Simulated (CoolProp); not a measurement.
Sulfur hexafluoride along the isobar 0.481 MPa: Z from the reference equation and from simpler models built on Tc = 45.6 °C, pc = 3.755 MPa, ω = 0.210; each cubic takes its own stable root.

The numbers come from the reference Helmholtz-energy equation of state, Guder 2009 in CoolProp.

| T (°C) | phase | reference |
|---|---|---|
| -36.25 | liquid | 0.02006 |
| -12.45 | gas | 0.9104 |
| 11.35 | gas | 0.9344 |
| 35.15 | gas | 0.9504 |
| 58.95 | gas | 0.9617 |
| 82.75 | gas | 0.9699 |
| 106.55 | gas | 0.9762 |
| 130.35 | gas | 0.9810 |
| 154.15 | gas | 0.9847 |
| 177.95 | gas | 0.9877 |
| 201.75 | gas | 0.9901 |

### Question
How far does each simpler model (van der Waals, Redlich-Kwong, Soave-Redlich-Kwong, Peng-Robinson) lie from the reference over these 11 states: mean and median of the absolute difference, and the worst?

### Answer
- van der Waals: mean 407.3 %, median 0.4 %, worst +4473.3 % at -36.25 °C and 0.481 MPa
- Redlich-Kwong: mean 394.5 %, median 0.3 %, worst +4336.7 % at -36.25 °C and 0.481 MPa
- Soave-Redlich-Kwong: mean 0.5 %, median 0.1 %, worst +5.3 % at -36.25 °C and 0.481 MPa
- Peng-Robinson: mean 1.0 %, median 0.4 %, worst -7.1 % at -36.25 °C and 0.481 MPa

At some of these states van der Waals, Redlich-Kwong gives the other phase, because its saturation line lies elsewhere.
